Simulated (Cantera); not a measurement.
# Thermodynamics of hydrogen reduction and annealing atmospheres, feed PbS + H₂ + N₂

Feed: 1 mol PbS, 630 mol H₂, 35 mol N₂, equilibrated at 0.210 bar.

These are equilibrium values from Cantera (NASA tables, ideal gas, pure condensed phases), not measurements of a reactor. Candidate condensed phases: Pb, PbS, S; 18 gas species. Rates play no part.

```
T (°C)   x H₂    x N₂       x H    x H₂S      x Pb      x SH     x PbS    x NH₃  n Pb(l)
------  -----  ------  --------  -------  --------  --------  --------  -------  -------
650     0.946  0.0526  5.19e-10  0.00149   1.21e-5   3.89e-9   8.82e-6  4.47e-5    0.986
750     0.946  0.0526   8.79e-9  0.00145  0.000127   3.06e-8   5.47e-5  2.22e-5    0.879
850     0.945  0.0526   9.03e-8  0.00128  0.000870   1.52e-7  0.000221  1.24e-5    0.274
950     0.945  0.0525   6.38e-7  0.00127   0.00127   6.38e-7  0.000228  7.60e-6        0
1050    0.945  0.0526   3.36e-6  0.00132   0.00132   2.25e-6  0.000183  5.01e-6        0
1150    0.945  0.0526   1.41e-5  0.00134   0.00135   6.58e-6  0.000150  3.50e-6        0
1250    0.945  0.0525   4.90e-5  0.00136   0.00138   1.66e-5  0.000124  2.56e-6        0
1350    0.944  0.0525  0.000147  0.00136   0.00140   3.70e-5  0.000103  1.94e-6        0
1450    0.944  0.0525  0.000387  0.00133   0.00141   7.37e-5   8.64e-5  1.52e-6        0
1550    0.944  0.0525  0.000918  0.00127   0.00143  0.000133   7.16e-5  1.23e-6        0
1650    0.943  0.0525   0.00200  0.00118   0.00144  0.000216   5.83e-5  1.01e-6        0
1750    0.941  0.0524   0.00402  0.00106   0.00145  0.000322   4.62e-5  8.48e-7        0
```
x: gas mole fraction; n: condensed amount in mol.

From 650 °C to 850 °C the condensed part is Pb(l). From 950 °C to 1750 °C nothing is condensed. The main Pb-bearing gas is Pb throughout.
